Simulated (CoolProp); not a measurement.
n-hexane along the isobar 1.34 MPa: density (kg/m³) from the reference equation and from simpler models built on Tc = 507.8 K, pc = 3.044 MPa, ω = 0.300; each cubic takes its own stable root.

Model: reference Helmholtz-energy equation of state, Thol 2019, in CoolProp.

```
T (K)   phase  reference  van der Waals  Redlich-Kwong  Peng-Robinson
-----  ------  ---------  -------------  -------------  -------------
354.2  liquid      603.1          359.2          519.8          615.0
358.1  liquid      599.2          356.8          515.7          610.7
362    liquid      595.2          354.4          511.5          606.4
365.9  liquid      591.1          351.9          507.2          601.9
369.8  liquid      587.0          349.3          502.9          597.4
373.7  liquid      582.8          346.7          498.4          592.7
377.6  liquid      578.6          344.0          493.9          587.9
381.5  liquid      574.3          341.3          489.3          582.9
385.4  liquid      570.0          338.5          484.5          577.9
389.3  liquid      565.5          335.6          479.7          572.7
393.2  liquid      561.0          332.6          474.8          567.3
397.1  liquid      556.5          329.6          469.7          561.8
401    liquid      551.8          326.4          464.5          556.1
404.8  liquid      547.2          323.2          459.3          550.4
408.7  liquid      542.3          319.8          453.8          544.4
412.6  liquid      537.3          316.3          448.1          538.1
```
